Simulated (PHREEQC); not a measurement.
A column of 0.5 m (30 cells, dispersivity 0.018 m, 720 s a shift, diffusion coefficient 3e-10 m²/s) holds 0.015 eq of the database's cation exchanger X per kg of pore water, first in equilibrium with 0.0033 mol/kgw NaCl, 0.0013 mol/kgw ZnCl2 and 1e-05 mol/kgw HCl. It is flushed with 0.0047 mol/kgw ZnSO4, 0.00082 mol/kgw Na2SO4, 0.0024 mol/kgw ZnCl2 and 1e-05 mol/kgw HCl, at 25 °C. Values are for the last cell. No CO2 enters from the air. Nothing may precipitate in this run.

The series has 31 steps of pore volumes, from 0 to 4.017.

All values are PHREEQC results (ion-association model, phreeqc.dat), not measurements.

Task: After how many pore volumes does S at the outlet first reach half of its feed value?

Result: By 1.1 pore volumes.
